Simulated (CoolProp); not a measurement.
Vapour-liquid equilibrium of R152A (1) + R227EA (2) at 0.139 MPa; x and y are mole fractions of (1).

Model: multi-fluid Helmholtz-energy mixture model, Outcalt 1996 and Lemmon 2016; pair parameters Bell 2016, in CoolProp.

```
x     bubble temperature, mixture model (°C)  bubble temperature, Raoult's law (°C)  y, mixture model  y, Raoult's law
----  --------------------------------------  -------------------------------------  ----------------  ---------------
0.05                                    -9.0                                   -9.2             0.060            0.067
0.15                                    -9.7                                  -10.1             0.186            0.195
0.25                                   -10.6                                  -11.0             0.314            0.314
0.35                                   -11.6                                  -11.8             0.434            0.426
0.45                                   -12.6                                  -12.6             0.543            0.530
0.55                                   -13.6                                  -13.4             0.640            0.628
0.65                                   -14.5                                  -14.1             0.726            0.720
0.75                                   -15.2                                  -14.9             0.806            0.806
0.85                                   -15.9                                  -15.6             0.882            0.887
0.95                                   -16.4                                  -16.3             0.959            0.963
```

The largest gap from Raoult's law is +0.4 K in bubble temperature, at x = 0.15. No azeotrope shows between x = 0.05 and 0.95.

Pair parameters are fitted to limited data, so mixtures are less certain than the pure fluids. The gap from Raoult's law changes sign with composition, which may be real or a fault of the pair parameters; it wasn't checked against measurements.
